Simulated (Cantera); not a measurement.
Charge: 1 mol CH3OH, 0.54 mol CO2, 81 mol H2, at 925 K and 90.0 Torr.

These are equilibrium values from Cantera (NASA tables, ideal gas, pure condensed phases), not measurements of a reactor. Candidate condensed phases: C, C6H6, C7H8, C8H18, H2O; 110 gas species. Equilibrium is a limit: real reactors are often held back by kinetics, nucleation or transport.

Base state: H2 0.970, CO 0.0130, H2O 0.0113, CH4 0.00511, CO2 0.000305 (mole fractions); condensed: gas only.

### Question
What changes in the equilibrium state with this change: temperature from 925 K to 2950 K?

### Answer
| species | before | after |
|---|---|---|
| H2 | 0.970 | 0.662 |
| H | <1e-9 | 0.317 |
| CO | 0.0130 | 0.0153 |
| H2O | 0.0113 | 0.00447 |
| CH4 | 0.00511 | <1e-9 |
| OH | <1e-9 | 0.000684 |

### Question
What changes in the equilibrium state with this change: temperature from 925 K to 2223 K?

### Answer
```tsv
species	before	after
H2	0.970	0.958
H	<1e-9	0.0181
CO	0.0130	0.0180
CH4	0.00511	<1e-9
H2O	0.0113	0.00629
OH	<1e-9	1.72e-5
CO2	0.000305	2.21e-5
```

### Question
What changes in the equilibrium state with this change: pressure from 90.0 Torr to 330 Torr?

### Answer
```tsv
species	before	after
H2	0.970	0.961
H2O	0.0113	0.0201
CH4	0.00511	0.0137
CO	0.0130	0.00477
CO2	0.000305	0.000202
```
